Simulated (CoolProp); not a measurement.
The fluid at 446.19 K and 0.157 MPa expands adiabatically to 0.0232 MPa with isentropic efficiency 0.9. The same conditions are run with several fluids, on thermodynamics alone (safety and materials aside).

Computed with CoolProp (reference Helmholtz-energy equation of state of each fluid (ethanol: Schroeder 2014; n-pentane: Thol 2019; cyclopentane: Gedanitz 2015; R1336mzz(Z): McLinden 2020; R507A: Lemmon 2003)). Blends and air are pseudo-pure fits.

Q: Rank ethanol, n-pentane, cyclopentane, R1336mzz(Z), R507A by work (kJ/kg), highest first.

A: ethanol (125), cyclopentane (84.6), n-pentane (83.4), R507A (59.7), R1336mzz(Z) (36.8)

```tsv
fluid	final temperature (K)	final density (kg/m³)
ethanol	374.4	0.345
n-pentane	407.6	0.496
cyclopentane	397.6	0.494
R1336mzz(Z)	409.7	1.12
R507A	388.9	0.710
```
